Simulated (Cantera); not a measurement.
A Cantera script and what it prints.

```python
import numpy as np
import cantera as ct

gas_names = """
    C CH CH2 CH3 CH2OH CH3O CH4 CH3OH CO CO2 COOH C2 C2H CHCO,ketyl C2H2,acetylene C2H2,vinylidene
    CH2CO,ketene C2H3,vinyl CH3CO,acetyl C2H4 C2H4O,ethylen CH3CHO,ethanal CH3COOH (HCOOH)2 C2H5 C2H6
    CH3OCH3 C2H5OH C2O C3 C3H3,propargyl C3H4,allene C3H4,propyne C3H4,cyclo- C3H5,allyl C3H6,propylene
    C3H6,cyclo- C3H6O C3H7,n-propyl C3H7,i-propyl C3H8 C3H8O,1propanol C3H8O,2propanol C3O2 C4 C4H2
    C4H4,1,3-cyclo- C4H6,butadiene C4H6,2-butyne C4H6,cyclo- C4H8,1-butene C4H8,cis2-buten
    C4H8,tr2-butene C4H8,isobutene C4H8,cyclo- (CH3COOH)2 C4H9,n-butyl C4H9,i-butyl C4H9,s-butyl
    C4H9,t-butyl C4H10,isobutane C4H10,n-butane C5 C5H6,1,3cyclo- C5H8,cyclo- C5H10,1-pentene
    C5H10,cyclo- C5H11,pentyl C5H11,t-pentyl C5H12,n-pentane C5H12,i-pentane CH3C(CH3)2CH3 C6H2
    C6H5,phenyl C6H5O,phenoxy C6H6 C6H5OH,phenol C6H10,cyclo- C6H12,1-hexene C6H12,cyclo- C6H13,n-hexyl
    C7H7,benzyl C7H8 C7H8O,cresol C7H14,1-heptene C7H15,n-heptyl C7H16,n-heptane C8H8,styrene
    C8H10,ethylbenz C8H16,1-octene C8H17,n-octyl C8H18,isooctane C8H18,n-octane C9H19,n-nonyl
    C10H8,naphthale C10H21,n-decyl C12H9,o-bipheny C12H10,bipheny H HCO HO2 H2 HCHO,formaldehy HCOOH H2O
    H2O2 O OH O2 O3
""".split()
cond_names = """
    C(gr) C6H6(L) C7H8(L) C8H18(L),n-octa H2O(s) H2O(L)
""".split()


def load(file, names, dense=False):
    # The tables refer to 1 bar. Condensed volumes are neglected.
    table = {s.name: s for s in ct.Species.list_from_file(file)}
    out = []
    for n in names:
        d = dict(table[n].input_data)
        d["thermo"] = dict(d["thermo"], **{"reference-pressure": 1e5})
        if dense:
            d["equation-of-state"] = {"model": "constant-volume", "density": "1e6 g/cm^3"}
        out.append(ct.Species.from_dict(d))
    return out


gas = ct.Solution(thermo="ideal-gas", species=load("nasa_gas.yaml", gas_names))
cond = {s.name: ct.Solution(thermo="fixed-stoichiometry", species=[s], name=s.name)
        for s in load("nasa_condensed.yaml", cond_names, dense=True)}
atoms = {
    'CH4': {'C': 1, 'H': 4},
    'O2': {'O': 2},
    'H2': {'H': 2},
}
top_T = {'C(gr)': 4500}  # K; cautious upper limits of use, not melting points


def equilibrate(T, P, feed):
    n = {}
    for name, mol in feed.items():
        for a, k in atoms[name].items():
            n[a] = n.get(a, 0.0) + k * mol
    gas.TPX = T, P, n
    mass = sum(n.values()) * gas.mean_molecular_weight
    gas.equilibrate("TP")
    valid = [c for c in cond.values() if c.min_temp <= T <= top_T.get(c.name, c.max_temp)]
    mix = ct.Mixture([(gas, mass / gas.mean_molecular_weight)] + [(c, 0.0) for c in valid])
    mix.T, mix.P = T, P
    mix.equilibrate("TP", solver="vcs", rtol=1e-11, max_steps=5000)
    return mix


results = []
feed = {'CH4': 1, 'O2': 0.61, 'H2': 7.6}  # mol
P = 13332.2  # Pa
for T in [1175, 1375, 1575, 1775, 1975, 2175, 2375, 2575, 2775, 2975]:
    mix = equilibrate(T, P, feed)
    results.append((T, P, feed, dict(zip(mix.species_names, mix.species_moles))))
    x = sorted(zip(gas.X, gas.species_names), reverse=True)
    print(f"T = {T:g} K  P = {P:g} Pa  gas = {mix.phase_moles(0):.4g} mol")
    print("   x: " + "  ".join(f"{s} {v:.3e}" for v, s in x if v > 0.0001))
    print("   condensed (mol): " + ("  ".join(f"{mix.phase(i).name} {mix.phase_moles(i):.4g}"
          for i in range(1, mix.n_phases) if mix.phase_moles(i) > 1e-12) or "none"))
```

Result:

```
T = 1175 K  P = 13332.2 Pa  gas = 10.6 mol
   x: H2 8.864e-01  CO 9.274e-02  H2O 1.922e-02  CO2 1.571e-03
   condensed (mol): none
T = 1375 K  P = 13332.2 Pa  gas = 10.6 mol
   x: H2 8.859e-01  CO 9.333e-02  H2O 1.975e-02  CO2 1.006e-03
   condensed (mol): none
T = 1575 K  P = 13332.2 Pa  gas = 10.6 mol
   x: H2 8.855e-01  CO 9.360e-02  H2O 2.002e-02  CO2 7.296e-04  H 1.071e-04
   condensed (mol): none
T = 1775 K  P = 13332.2 Pa  gas = 10.6 mol
   x: H2 8.848e-01  CO 9.373e-02  H2O 2.017e-02  H 7.456e-04  CO2 5.744e-04
   condensed (mol): none
T = 1975 K  P = 13332.2 Pa  gas = 10.62 mol
   x: H2 8.821e-01  CO 9.369e-02  H2O 2.023e-02  H 3.520e-03  CO2 4.785e-04
   condensed (mol): none
T = 2175 K  P = 13332.2 Pa  gas = 10.67 mol
   x: H2 8.735e-01  CO 9.333e-02  H2O 2.017e-02  H 1.250e-02  CO2 4.146e-04
   condensed (mol): none
T = 2375 K  P = 13332.2 Pa  gas = 10.79 mol
   x: H2 8.517e-01  CO 9.228e-02  H 3.564e-02  H2O 1.986e-02  CO2 3.688e-04  OH 1.480e-04
   condensed (mol): none
T = 2575 K  P = 13332.2 Pa  gas = 11.07 mol
   x: H2 8.051e-01  CO 8.997e-02  H 8.511e-02  H2O 1.905e-02  OH 4.537e-04  CO2 3.324e-04
   condensed (mol): none
T = 2775 K  P = 13332.2 Pa  gas = 11.62 mol
   x: H2 7.212e-01  H 1.741e-01  CO 8.576e-02  H2O 1.731e-02  OH 1.148e-03  CO2 2.979e-04  O 1.749e-04
   condensed (mol): none
T = 2975 K  P = 13332.2 Pa  gas = 12.56 mol
   x: H2 5.945e-01  H 3.086e-01  CO 7.934e-02  H2O 1.410e-02  OH 2.383e-03  O 7.603e-04  CO2 2.559e-04
   condensed (mol): none
```

Cantera equilibrium calculation (NASA polynomials, part measured and part estimated; ideal gas, pure solids and liquids).
